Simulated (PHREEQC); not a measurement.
Dissolve 0.048 mol/kgw HF, 0.00067 mol/kgw NH4F and 0.082 mol/kgw H2SO4 at 20 °C. Closed to the air; pH follows from the charge balance.

Computed with PHREEQC (ion-association model, wateq4f.dat).

```json
[
 {"quantity": "pH", "before": "1.08", "after": "0.19"},
 {"quantity": "ionic strength (mol/kgw)", "before": "0.120", "after": "0.925"},
 {"quantity": "HF (mol/kgw)", "before": "0.0386", "after": "0.0376"},
 {"quantity": "SO4-2 (mol/kgw)", "before": "0.0189", "after": "0.0526"},
 {"quantity": "H2F2 (mol/kgw)", "before": "0.00476", "after": "0.00546"}
]
```

Question: What was changed between the two runs?
A. H2SO4 from 0.082 to 0.82 mol/kgw
B. 0.15 mol/kgw NH4HF2 added
C. temperature from 20 to 10 °C
D. NH4F from 0.00067 to 0.000737 mol/kgw
E. 0.0034 mol/kgw KCl added

Answer: A, H2SO4 from 0.082 to 0.82 mol/kgw

This is a speciation only: nothing precipitates in the calculation. The ionic strength passes 0.7 mol/kgw, the rough limit of the ion-association models, in after. wateq4f.dat counts part of the HF as a dimer, H2F2, which phreeqc.dat doesn't know; its constant is uncertain.
